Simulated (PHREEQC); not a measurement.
Solution (13 °C): 7.2 mmol/kgw HF and 0.33 mmol/kgw KOH. Closed to the air; pH follows from the charge balance.

Model: ion-association model, phreeqc.dat, run in PHREEQC.

No solid was allowed to form.

Task: Order these F species by the share of F that they hold, largest first: F-, HF, HF2-.

Result: HF (68 %), F- (31 %), HF2- (1.0 %)

The pH is 2.73 and the ionic strength 0.00229 mol/kgw. Complexes and solids missing from the database can't appear. Away from 25 °C the constants follow the database's enthalpies or fits; those with neither stay at their 25 °C values.
